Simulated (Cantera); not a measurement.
**Carbothermic reduction: SiO2 + CH4 + CO**

Feed: 1 mol SiO2, a varied amount of CH4, 0.15 mol CO, equilibrated at 825 K and 1.10 mbar.

Cantera equilibrium calculation (NASA polynomials, part measured and part estimated; ideal gas, pure solids and liquids). Candidate condensed phases: C, C6H6, C7H8, C8H18, H2O, Si, SiC, SiO2; 123 gas species. Rates play no part.

From 0.32 mol CH4 to 2.7 mol CH4 the condensed part is C(graphite) + SiO2(α-quartz).

| n(CH4) (mol) | x H2 | x CO | x H2O | x CO2 | x CH4 | n C(graphite) | n SiO2(α-quartz) |
|---|---|---|---|---|---|---|---|
| 0.32 | 0.810 | 0.185 | 0.00208 | 0.00170 | 0.000653 | 0.322 | 1.00 |
| 0.53 | 0.876 | 0.121 | 0.00148 | 0.000730 | 0.000763 | 0.532 | 1.00 |
| 0.75 | 0.908 | 0.0892 | 0.00112 | 0.000394 | 0.000821 | 0.751 | 1.00 |
| 0.96 | 0.927 | 0.0712 | 0.000916 | 0.000251 | 0.000855 | 0.961 | 1.00 |
| 1.2 | 0.940 | 0.0578 | 0.000755 | 0.000166 | 0.000880 | 1.20 | 1.00 |
| 1.4 | 0.948 | 0.0500 | 0.000658 | 0.000124 | 0.000895 | 1.40 | 1.00 |
| 1.6 | 0.954 | 0.0441 | 0.000584 | 9.62e-5 | 0.000906 | 1.60 | 1.00 |
| 1.8 | 0.959 | 0.0394 | 0.000524 | 7.69e-5 | 0.000915 | 1.80 | 1.00 |
| 2 | 0.963 | 0.0356 | 0.000476 | 6.28e-5 | 0.000923 | 2.00 | 1.00 |
| 2.2 | 0.966 | 0.0325 | 0.000435 | 5.23e-5 | 0.000929 | 2.20 | 1.00 |
| 2.4 | 0.969 | 0.0299 | 0.000401 | 4.42e-5 | 0.000934 | 2.40 | 1.00 |
| 2.7 | 0.972 | 0.0266 | 0.000359 | 3.52e-5 | 0.000940 | 2.70 | 1.00 |
x: gas mole fraction; n: condensed amount in mol.
